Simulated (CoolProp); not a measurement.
A single-stage vapour-compression cycle with C2F6 (R116): evaporating at 230.15 K (dew point), condensing at 252.15 K (bubble point), superheat 5 K, subcooling 0 K, compressor efficiency 0.9, no pressure losses. Each further row changes one setting.

Model: reference Helmholtz-energy equation of state, Lemmon 2006, in CoolProp. It is a short technical equation, of lower accuracy than the large ones.

```tsv
case	cooling COP	pressure ratio	discharge temperature (K)	refrigerating effect (kJ/kg)	volumetric capacity (kJ/m³)
as stated	___	2.10	257.5	78.8	3080
evaporating temperature 235.15 K	10.6	1.75	257.4	81.2	3790
condensing temperature 247.15 K	10.5	1.79	252.5	___	3300
subcooling 5 K	8.33	2.10	257.5	84.6	3300
superheat 15 K	7.93	2.10	___	86.2	___
compressor efficiency 0.8	6.90	2.10	259.0	78.8	3080
```

Fill in the missing entries.


- as stated, cooling COP: 7.76
- condensing temperature 247.15 K, refrigerating effect (kJ/kg): 84.5
- superheat 15 K, discharge temperature (K): 267.1
- superheat 15 K, volumetric capacity (kJ/m³): 3160
